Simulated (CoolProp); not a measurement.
A single-stage vapour-compression cycle with R124: evaporating at 235.15 K (dew point), condensing at 289.15 K (bubble point), superheat 2 K, subcooling 0 K, compressor efficiency 0.8, no pressure losses. Each further row changes one setting.

Values from CoolProp's reference Helmholtz-energy equation of state, de Vries 1995.

```json
[
 {"case": "as stated", "cooling COP": "2.75", "pressure ratio": "9.74", "discharge temperature (K)": "306.5", "refrigerating effect (kJ/kg)": "121", "volumetric capacity (kJ/m³)": "252"},
 {"case": "evaporating temperature 240.15 K", "cooling COP": "3.17", "pressure ratio": "7.50", "discharge temperature (K)": "304.1", "refrigerating effect (kJ/kg)": "124", "volumetric capacity (kJ/m³)": "329"},
 {"case": "condensing temperature 284.15 K", "cooling COP": "3.13", "pressure ratio": "8.23", "discharge temperature (K)": "301.1", "refrigerating effect (kJ/kg)": "127", "volumetric capacity (kJ/m³)": "263"},
 {"case": "subcooling 5 K", "cooling COP": "2.88", "pressure ratio": "9.74", "discharge temperature (K)": "306.5", "refrigerating effect (kJ/kg)": "127", "volumetric capacity (kJ/m³)": "263"},
 {"case": "superheat 12 K", "cooling COP": "2.78", "pressure ratio": "9.74", "discharge temperature (K)": "317.4", "refrigerating effect (kJ/kg)": "128", "volumetric capacity (kJ/m³)": "254"},
 {"case": "compressor efficiency 0.7", "cooling COP": "2.41", "pressure ratio": "9.74", "discharge temperature (K)": "314.5", "refrigerating effect (kJ/kg)": "121", "volumetric capacity (kJ/m³)": "252"}
]
```
